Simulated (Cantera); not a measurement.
A closed system holds: 1 mol Al, 0.021 mol CO₂, 2.6 mol N₂, held at 28.0 Pa.

Equilibrium computed with Cantera from the NASA thermochemical tables; the gas is ideal and each condensed phase is pure. Candidate condensed phases: Al, AlN, Al₂O₃, C; 32 gas species. Mutual solubility and eutectic melting of coexisting phases are not modelled. Kinetics and transport are ignored. All values below are at 1252 °C.

Base state: N₂ 0.990, CO 0.00987, Al 3.06e-5 (mole fractions); condensed: AlN(s) + Al₂O₃(s).

Q: What changes in the equilibrium state with this change: CO₂ from 0.021 to 0.29 mol?

A: 
```csv
species,before,after
N₂,0.990,0.883
CO,0.00987,0.117
Al,3.06e-5,3.24e-5
"AlN(s), mol",0.986,0.807
"Al₂O₃(s), mol",0.00700,0.0967
```
